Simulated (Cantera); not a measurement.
## Silicon oxide and oxynitride deposition: SiH4 + NO + N2 + O2

Feed: 1 mol SiH4, 0.33 mol NO, 3 mol N2, 0.13 mol O2, equilibrated at 1775 °C and 0.00120 bar.

Cantera equilibrium calculation (NASA polynomials, part measured and part estimated; ideal gas, pure solids and liquids). Candidate condensed phases: H2O, Si, SiO2, Si2N2O, Si3N4; 35 gas species. The tables' values for SiN are old estimates; treat these amounts as uncertain. Gases not in the tables: Si2H6 and higher silanes. The numbers say what is thermodynamically allowed, not how fast it happens.

```json
{
  "x(N2)": "0.505",
  "x(H2)": "0.301",
  "x(SiO)": "0.0942",
  "x(Si)": "0.0617",
  "x(H)": "0.0355",
  "x(SiH)": "0.000713",
  "x(Si2)": "0.000701",
  "x(Si2N)": "0.000435",
  "x(SiN)": "0.000353",
  "gas_amount": "6.262 mol",
  "log10 activity of Si(l) (absent)": "-0.01"
}
```
